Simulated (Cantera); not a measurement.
Equilibrium for chemical vapour transport: TiO2 + Cl2

Feed: 1 mol TiO2, 0.97 mol Cl2, held at 188 Torr.

Equilibrium computed with Cantera from the NASA thermochemical tables; the gas is ideal and each condensed phase is pure. Candidate condensed phases: Ti, TiCl2, TiCl3, TiCl4, TiO, TiO2, Ti2O3, Ti3O5, Ti4O7; 15 gas species. Condensed phases not in the tables: TiOCl. Kinetics and transport are ignored.

```tsv
T (°C)	x Cl2	x Cl	x TiCl4	x O2	x ClO	x TiOCl2	x TiCl3	n TiO2(rutile)
525	1.000	1.79e-5	4.89e-5	4.89e-5	7.65e-9	<1e-12	<1e-12	1.000
600	1.000	8.86e-5	0.000156	0.000156	5.08e-8	<1e-12	<1e-12	1.000
675	0.999	0.000342	0.000411	0.000411	2.50e-7	<1e-12	2.11e-12	1.000
750	0.997	0.00109	0.000937	0.000936	9.72e-7	1.12e-11	3.78e-11	0.999
825	0.993	0.00295	0.00190	0.00190	3.13e-6	1.81e-10	4.55e-10	0.998
900	0.986	0.00703	0.00350	0.00349	8.63e-6	2.03e-9	3.96e-9	0.997
975	0.973	0.0151	0.00594	0.00593	2.09e-5	1.69e-8	2.64e-8	0.994
1050	0.952	0.0296	0.00937	0.00935	4.53e-5	1.10e-7	1.41e-7	0.991
1125	0.919	0.0537	0.0138	0.0138	8.90e-5	5.75e-7	6.21e-7	0.986
1200	0.871	0.0906	0.0192	0.0191	0.000160	2.51e-6	2.32e-6	0.980
1275	0.806	0.144	0.0251	0.0250	0.000263	9.32e-6	7.52e-6	0.974
1350	0.724	0.214	0.0307	0.0306	0.000397	3.00e-5	2.14e-5	0.967
1425	0.628	0.301	0.0353	0.0351	0.000554	8.49e-5	5.42e-5	0.960
1500	0.522	0.401	0.0379	0.0377	0.000711	0.000213	0.000123	0.954
```
x: gas mole fraction; n: condensed amount in mol.

From 525 °C to 1500 °C the condensed part is TiO2(rutile). The main Ti-bearing gas is TiCl4 throughout.
